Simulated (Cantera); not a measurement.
A perfectly stirred reactor is fed with CH4 : CO2 = 1 : 0.61 (molar parts), at 1.00 atm; it is held at 1300 K, and followed from long to short residence time.

Cantera simulation using GRI-Mech 3.0 (53 species, 325 reactions); the numbers are that mechanism's predictions, not measurements. GRI-Mech 3.0 stops at C3 and has no aromatics, soot or wall deposition, so with more carbon than oxygen in the feed, carbon stays in small species such as C2H2 where larger ones or solid carbon would form.

**Question.** What does this change do: CO2 0.61 to 3.1 parts?

**Answer.** 
```json
[
 {"quantity": "x(CH4) at τ = 6.30 s", "before": "0.563", "after": "0.226"},
 {"quantity": "x(CO2) at τ = 6.30 s", "before": "0.358", "after": "0.738"},
 {"quantity": "x(C2H6) at τ = 6.30 s", "before": "0.000421", "after": "0.000230"},
 {"quantity": "x(CH2) at τ = 6.30 s", "before": "1.15e-11", "after": "9.81e-12"},
 {"quantity": "x(CH3) at τ = 6.30 s", "before": "1.42e-5", "after": "9.97e-6"},
 {"quantity": "x(CH4) at τ = 55.0 ms", "before": "0.621", "after": "0.244"},
 {"quantity": "x(CO2) at τ = 55.0 ms", "before": "0.379", "after": "0.756"},
 {"quantity": "x(C2H6) at τ = 55.0 ms", "before": "0.000140", "after": "5.03e-5"},
 {"quantity": "x(CH2) at τ = 55.0 ms", "before": "5.17e-12", "after": "2.97e-12"},
 {"quantity": "x(CH3) at τ = 55.0 ms", "before": "1.06e-5", "after": "6.23e-6"}
]
```
